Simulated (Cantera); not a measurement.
Cantera run:

```python
import numpy as np
import cantera as ct

gas_names = [...]  # 136 gases of nasa_gas.yaml made of C, H, N, O
cond_names = """
    C(gr) C6H6(L) C7H8(L) C8H18(L),n-octa H2O(s) H2O(L)
""".split()


# ... load() reads the species with a 1 bar reference pressure and builds the phases ...
atoms = {
    'C2H6': {'C': 2, 'H': 6},
    'H2O': {'H': 2, 'O': 1},
    'N2': {'N': 2},
    'CO2': {'C': 1, 'O': 2},
}
top_T = {'C(gr)': 4500}  # K; cautious upper limits of use, not melting points


# ... equilibrate(T, P, feed) seeds the gas with the atoms and calls Mixture.equilibrate('TP', solver="vcs", rtol=1e-11, max_steps=5000) ...
results = []
feed = {'C2H6': 1, 'H2O': 1.2, 'N2': 0.3, 'CO2': 0.3}  # mol
P = 7100  # Pa
for T in [1425, 1475, 1525, 1575, 1625, 1675, 1725, 1775, 1825, 1875, 1925, 1975, 2025, 2075]:
    mix = equilibrate(T, P, feed)
    results.append((T, P, feed, dict(zip(mix.species_names, mix.species_moles))))

top = {s: max(r[3][s] / sum(r[3][g] for g in gas_names) for r in results) for s in gas_names}
cols = sorted((s for s in top if top[s] > 0.0001), key=lambda s: -top[s])[:9]
seen = [c for c in cond_names if any(r[3].get(c, 0) > 1e-12 for r in results)]
print("log10 of partial pressures in bar; condensed amounts in mol")
print(f"{'T/K':>10s}" + "".join(f"{s[:9]:>10s}" for s in cols + seen))
for T, P, feed, n in results:
    ng = sum(n[g] for g in gas_names)
    print(f"{T:10.4g}" + "".join(f"{np.log10(max(n[s] / ng * P / 1e5, 1e-99)):10.3f}" for s in cols)
          + "".join(f"{n.get(c, 0):10.4g}" for c in seen))
```

Result:

```
log10 of partial pressures in bar; condensed amounts in mol
       T/K        H2        CO        N2         H       HCN C2H2,acet       HNC       CH4     C(gr)
      1425    -1.325    -1.693    -2.471    -5.829    -5.116    -6.778    -7.000    -5.074    0.4988
      1475    -1.325    -1.693    -2.472    -5.550    -4.952    -6.501    -6.761    -5.187    0.4986
      1525    -1.325    -1.693    -2.472    -5.289    -4.799    -6.243    -6.537    -5.292    0.4982
      1575    -1.325    -1.693    -2.472    -5.044    -4.656    -6.001    -6.328    -5.390    0.4976
      1625    -1.325    -1.693    -2.473    -4.814    -4.522    -5.774    -6.132    -5.483    0.4967
      1675    -1.325    -1.693    -2.474    -4.598    -4.396    -5.561    -5.948    -5.570    0.4957
      1725    -1.325    -1.693    -2.475    -4.394    -4.278    -5.361    -5.775    -5.651    0.4942
      1775    -1.326    -1.693    -2.476    -4.201    -4.166    -5.172    -5.612    -5.729    0.4924
      1825    -1.326    -1.693    -2.477    -4.019    -4.061    -4.994    -5.458    -5.802    0.4901
      1875    -1.327    -1.693    -2.479    -3.847    -3.962    -4.826    -5.313    -5.871    0.4871
      1925    -1.327    -1.693    -2.481    -3.683    -3.869    -4.667    -5.176    -5.937    0.4835
      1975    -1.328    -1.694    -2.483    -3.528    -3.780    -4.516    -5.046    -5.999    0.4789
      2025    -1.329    -1.694    -2.486    -3.380    -3.697    -4.373    -4.923    -6.059    0.4734
      2075    -1.331    -1.695    -2.490    -3.240    -3.618    -4.237    -4.807    -6.117    0.4667
```

Cantera equilibrium calculation (NASA polynomials, part measured and part estimated; ideal gas, pure solids and liquids).
